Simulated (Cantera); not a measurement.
Feed: 1 mol Si, 2.9 mol F2, 38 mol H2, equilibrated at 0.133 bar.

These are equilibrium values from Cantera (NASA tables, ideal gas, pure condensed phases), not measurements of a reactor. Candidate condensed phases: Si; 25 gas species. The tables' values for SiF3 are old estimates; treat these amounts as uncertain. The numbers say what is thermodynamically allowed, not how fast it happens. All values below are at 1523 K.

Base state: H2 0.929, HF 0.0460, SiF4 0.0242, SiF3 0.000606, SiHF3 0.000282, H 6.10e-5 (mole fractions); condensed: gas only.

Task: What changes in the equilibrium state with this change: F2 from 2.9 to 3.7 mol?

Result: 
```tsv
species	before	after
H2	0.929	0.891
HF	0.0460	0.0840
SiF4	0.0242	0.0241
SiF3	0.000606	0.000324
SiHF3	0.000282	0.000148
H	6.10e-5	5.98e-5
```
